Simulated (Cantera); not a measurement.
Equilibrium for abatement and gas-phase synthesis: S + H2O + O2 + SO2

Input: 1 mol S, 0.16 mol H2O, 0.073 mol O2, 0.14 mol SO2, held at 0.190 bar.

Method: chemical equilibrium by Gibbs-energy minimisation in Cantera with the NASA 1993 tables (ideal gas, pure condensed phases). Candidate condensed phases: H2O, H2SO4, S; 34 gas species. Ions and electrons are included (thermal ionisation). Rates play no part.

```
T (°C)    x S     x SO      x O      x S2     x H    x SO2      x H2      x SH    x H2O      x OH
------  -----  -------  -------  --------  ------  -------  --------  --------  -------  --------
2727    0.237    0.302  0.00989     0.167  0.0848   0.0802    0.0548    0.0297   0.0203    0.0104
3227    0.416    0.226   0.0908    0.0417   0.157   0.0224    0.0134    0.0111  0.00247    0.0133
3727    0.517   0.0700    0.227   0.00976   0.160  0.00157   0.00191   0.00276  9.90e-5   0.00484
4227    0.548   0.0148    0.274   0.00251   0.157  6.14e-5  0.000391  0.000798  4.44e-6   0.00125
4727    0.554  0.00367    0.283  0.000786   0.156  3.49e-6  0.000112  0.000288  3.37e-7  0.000379
```
x: gas mole fraction; nothing condenses.

From 2727 °C to 4727 °C nothing is condensed.
